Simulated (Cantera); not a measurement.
# Si + HCl + H2 (silicon etching in halogen gases)

Input: 1 mol Si, 21 mol HCl, 0.14 mol H2, equilibrated at 4.10e-5 bar.

These are equilibrium values from Cantera (NASA tables, ideal gas, pure condensed phases), not measurements of a reactor. Candidate condensed phases: Si; 19 gas species. The tables' values for SiCl3 are old estimates; treat these amounts as uncertain. Kinetics and transport are ignored.

```csv
T (°C),log p HCl,log p H2,log p SiCl4,log p SiCl2,log p Cl
625,-4.46,-5.36,-5.69,-10.35,-11.75
675,-4.46,-5.36,-5.69,-9.43,-11.08
725,-4.46,-5.36,-5.70,-8.61,-10.48
775,-4.46,-5.36,-5.70,-7.87,-9.93
825,-4.46,-5.37,-5.73,-7.23,-9.43
875,-4.46,-5.39,-5.78,-6.70,-8.96
925,-4.45,-5.44,-5.90,-6.31,-8.52
975,-4.45,-5.49,-6.10,-6.06,-8.10
1025,-4.44,-5.55,-6.36,-5.91,-7.71
1075,-4.44,-5.59,-6.67,-5.83,-7.36
1125,-4.44,-5.61,-7.01,-5.78,-7.04
1175,-4.44,-5.62,-7.36,-5.76,-6.75
1225,-4.44,-5.62,-7.70,-5.74,-6.49
1275,-4.44,-5.60,-8.04,-5.74,-6.25
```
log p: log10 of the partial pressure in bar; nothing condenses.

From 625 °C to 1275 °C nothing is condensed. The main Si-bearing gas is SiCl4 at 625 °C and SiCl2 at 1275 °C.
